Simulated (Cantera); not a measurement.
What does this Cantera script print?

```python
import numpy as np
import cantera as ct

gas_names = """
    C CH CH2 CH3 CH2OH CH3O CH4 CH3OH CO CO2 COOH C2 C2H CHCO,ketyl C2H2,acetylene C2H2,vinylidene
    CH2CO,ketene C2H3,vinyl CH3CO,acetyl C2H4 C2H4O,ethylen CH3CHO,ethanal CH3COOH (HCOOH)2 C2H5 C2H6
    CH3OCH3 C2H5OH C2O C3 C3H3,propargyl C3H4,allene C3H4,propyne C3H4,cyclo- C3H5,allyl C3H6,propylene
    C3H6,cyclo- C3H6O C3H7,n-propyl C3H7,i-propyl C3H8 C3H8O,1propanol C3H8O,2propanol C3O2 C4 C4H2
    C4H4,1,3-cyclo- C4H6,butadiene C4H6,2-butyne C4H6,cyclo- C4H8,1-butene C4H8,cis2-buten
    C4H8,tr2-butene C4H8,isobutene C4H8,cyclo- (CH3COOH)2 C4H9,n-butyl C4H9,i-butyl C4H9,s-butyl
    C4H9,t-butyl C4H10,isobutane C4H10,n-butane C5 C5H6,1,3cyclo- C5H8,cyclo- C5H10,1-pentene
    C5H10,cyclo- C5H11,pentyl C5H11,t-pentyl C5H12,n-pentane C5H12,i-pentane CH3C(CH3)2CH3 C6H2
    C6H5,phenyl C6H5O,phenoxy C6H6 C6H5OH,phenol C6H10,cyclo- C6H12,1-hexene C6H12,cyclo- C6H13,n-hexyl
    C7H7,benzyl C7H8 C7H8O,cresol C7H14,1-heptene C7H15,n-heptyl C7H16,n-heptane C8H8,styrene
    C8H10,ethylbenz C8H16,1-octene C8H17,n-octyl C8H18,isooctane C8H18,n-octane C9H19,n-nonyl
    C10H8,naphthale C10H21,n-decyl C12H9,o-bipheny C12H10,bipheny H HCO HO2 H2 HCHO,formaldehy HCOOH H2O
    H2O2 O OH O2 O3
""".split()
cond_names = """
    C(gr) C6H6(L) C7H8(L) C8H18(L),n-octa H2O(s) H2O(L)
""".split()


def load(file, names, dense=False):
    # The tables refer to 1 bar. Condensed volumes are neglected.
    table = {s.name: s for s in ct.Species.list_from_file(file)}
    out = []
    for n in names:
        d = dict(table[n].input_data)
        d["thermo"] = dict(d["thermo"], **{"reference-pressure": 1e5})
        if dense:
            d["equation-of-state"] = {"model": "constant-volume", "density": "1e6 g/cm^3"}
        out.append(ct.Species.from_dict(d))
    return out


gas = ct.Solution(thermo="ideal-gas", species=load("nasa_gas.yaml", gas_names))
cond = {s.name: ct.Solution(thermo="fixed-stoichiometry", species=[s], name=s.name)
        for s in load("nasa_condensed.yaml", cond_names, dense=True)}
atoms = {
    'C2H5OH': {'C': 2, 'H': 6, 'O': 1},
    'H2O': {'H': 2, 'O': 1},
    'O2': {'O': 2},
}
top_T = {'C(gr)': 4500}  # K; cautious upper limits of use, not melting points


def equilibrate(T, P, feed):
    n = {}
    for name, mol in feed.items():
        for a, k in atoms[name].items():
            n[a] = n.get(a, 0.0) + k * mol
    gas.TPX = T, P, n
    mass = sum(n.values()) * gas.mean_molecular_weight
    gas.equilibrate("TP")
    valid = [c for c in cond.values() if c.min_temp <= T <= top_T.get(c.name, c.max_temp)]
    mix = ct.Mixture([(gas, mass / gas.mean_molecular_weight)] + [(c, 0.0) for c in valid])
    mix.T, mix.P = T, P
    mix.equilibrate("TP", solver="vcs", rtol=1e-11, max_steps=5000)
    return mix


results = []
feed = {'C2H5OH': 1, 'H2O': 1.9, 'O2': 0.034}  # mol
P = 12000  # Pa
for T in [1873, 1973, 2073, 2173, 2273, 2373, 2473]:
    mix = equilibrate(T, P, feed)
    results.append((T, P, feed, dict(zip(mix.species_names, mix.species_moles))))

top = {s: max(r[3][s] / sum(r[3][g] for g in gas_names) for r in results) for s in gas_names}
cols = sorted((s for s in top if top[s] > 0.0001), key=lambda s: -top[s])[:5]
seen = [c for c in cond_names if any(r[3].get(c, 0) > 1e-12 for r in results)]
print("log10 of partial pressures in bar; condensed amounts in mol")
print(f"{'T/K':>10s}" + "".join(f"{s[:9]:>10s}" for s in cols + seen))
for T, P, feed, n in results:
    ng = sum(n[g] for g in gas_names)
    print(f"{T:10.4g}" + "".join(f"{np.log10(max(n[s] / ng * P / 1e5, 1e-99)):10.3f}" for s in cols)
          + "".join(f"{n.get(c, 0):10.4g}" for c in seen))
```

It prints:

```
log10 of partial pressures in bar; condensed amounts in mol
       T/K        H2        CO       H2O         H       CO2
      1873    -1.155    -1.481    -1.821    -3.768    -2.761
      1973    -1.157    -1.480    -1.818    -3.448    -2.793
      2073    -1.159    -1.479    -1.816    -3.160    -2.822
      2173    -1.162    -1.479    -1.816    -2.898    -2.848
      2273    -1.167    -1.480    -1.817    -2.659    -2.871
      2373    -1.175    -1.482    -1.820    -2.442    -2.893
      2473    -1.186    -1.486    -1.826    -2.245    -2.913
```

These are equilibrium values from Cantera (NASA tables, ideal gas, pure condensed phases), not measurements of a reactor.
